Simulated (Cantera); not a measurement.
Feed: 1 mol SiCl₄, 4.8 mol N₂, equilibrated at 952 °C and 13.3 mbar.

Cantera equilibrium calculation (NASA polynomials, part measured and part estimated; ideal gas, pure solids and liquids). Candidate condensed phases: Si, Si₃N₄; 13 gas species. The tables' values for SiCl₃ are old estimates; treat these amounts as uncertain. Rates play no part.

Base state: N₂ 0.827, SiCl₄ 0.172, SiCl₃ 0.000146, Cl 0.000135 (mole fractions); condensed: gas only.

What changes in the equilibrium state with this change: SiCl₄ replaced by SiHCl₃?


```csv
species,before,after
N₂,0.827,0.754
HCl,0,0.140
SiCl₄,0.172,0.0872
H₂,0,0.0136
SiHCl₃,0,0.000264
SiCl₂,9.83e-7,0.00117
Cl,0.000135,2.79e-6
SiCl₃,0.000146,0.00359
"Si₃N₄(s), mol",0,0.150
```
N₂ is the only nitrogen source here; it is nearly inert below about 1500 K, so the nitride shown seldom forms there in practice. Further candidate phases: NH₄Cl.
